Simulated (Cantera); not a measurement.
Standard-state values (1 bar) from the NASA 1993 polynomials, evaluated with Cantera. Values are per mole of reaction as written; species without (g) are pure solids or liquids, kept so even where they would boil at 1 bar.

3 O(g) + 2 FeCl2 → Fe2O3 + 4 Cl(g), with ΔH° = -404.0 kJ and ΔS° = 28.9 J/K at 300 K.

Task: How far is the shortcut ΔG° ≈ ΔH°(300 K) − T·ΔS°(300 K) from the full temperature-dependent value at 625, 675, 725, 775, 825, 875, 925, 975, 1025, 1075, 1125 K?

Result: 
```tsv
T (K)	shortcut (kJ)	full (kJ)	difference (kJ)	difference in log10 K	condensed phases
625	-422.1	-420.0	-2.0	0.17	FeCl2(s), Fe2O3(s)
675	-423.5	-421.1	-2.4	0.19	FeCl2(s), Fe2O3(s)
725	-425.0	-422.2	-2.8	0.20	FeCl2(s), Fe2O3(s)
775	-426.4	-423.3	-3.1	0.21	FeCl2(s), Fe2O3(s)
825	-427.8	-424.5	-3.3	0.21	FeCl2(s), Fe2O3(s)
875	-429.3	-425.8	-3.5	0.21	FeCl2(s), Fe2O3(s)
925	-430.7	-427.1	-3.7	0.21	FeCl2(s), Fe2O3(s)
975	-432.2	-426.1	-6.0	0.32	FeCl2(l), Fe2O3(s)
1025	-433.6	-422.9	-10.7	0.55	FeCl2(l), Fe2O3(s)
1075	-435.1	-419.6	-15.5	0.75	FeCl2(l), Fe2O3(s)
1125	-436.5	-416.2	-20.3	0.94	FeCl2(l), Fe2O3(s)
```
The shortcut ignores heat capacities and the phase changes listed.
